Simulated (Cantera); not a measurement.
Input: 1 mol SiO2, 1.2 mol MgO, 71 mol H2, held at 76000 Pa.

Method: chemical equilibrium by Gibbs-energy minimisation in Cantera with the NASA 1993 tables (ideal gas, pure condensed phases). Candidate condensed phases: H2O, Mg, MgO, Mg(OH)2, MgSiO3, Mg2SiO4, Si, SiO2; 24 gas species. Mutual solubility and eutectic melting of coexisting phases are not modelled. The tables' values for MgH are old estimates; treat these amounts as uncertain. Condensed phases not in the tables: alloys, solid solutions and most ternary compounds. Kinetics and transport are ignored.

x: gas mole fraction; n: condensed amount in mol.

```csv
T (°C),x H2,x H,x H2O,x Mg,x SiO,n MgSiO3(s),n Mg2SiO4(s),n MgSiO3(l),n Mg2SiO4(l)
1000,1.000,8.18e-7,8.31e-7,1.06e-7,6.87e-7,0.800,0.200,0,0
1100,1.000,3.82e-6,5.44e-6,5.54e-7,4.86e-6,0.799,0.200,0,0
1200,1.000,1.45e-5,2.80e-5,2.24e-6,2.57e-5,0.797,0.202,0,0
1300,1.000,(withheld),(withheld),(withheld),(withheld),0.785,0.207,0,0
1400,0.999,0.000131,0.000415,2.11e-5,0.000394,0.746,0.226,0,0
1500,0.997,0.000326,0.00127,5.25e-5,0.00122,0.630,0.283,0,0
1600,0.993,0.000738,0.00327,0.000131,0.00313,0,0.414,0.363,0
1700,0.986,(withheld),(withheld),(withheld),(withheld),0,(withheld),0,0
1800,0.979,0.00298,0.00902,0.00226,0.00673,0,0.517,0,0
1900,0.963,0.00543,0.0155,0.00656,0.00888,0,0,0,0.358
2000,0.937,0.00933,0.0266,0.0138,0.0126,0,0,0,0.0795
2100,0.925,0.0154,0.0296,0.0159,0.0136,0,0,0,0
2200,0.916,0.0245,0.0294,0.0158,0.0135,0,0,0,0
2300,0.904,0.0375,0.0291,0.0157,0.0134,0,0,0,0
```

### Question
Complete the blanks.

### Answer

- 1300, x H: 4.66e-5
- 1300, x H2O: 0.000117
- 1300, x Mg: 7.44e-6
- 1300, x SiO: 0.000110
- 1700, x H: 0.00154
- 1700, x H2O: 0.00627
- 1700, x Mg: 0.000442
- 1700, x SiO: 0.00582
- 1700, n Mg2SiO4(s): 0.584
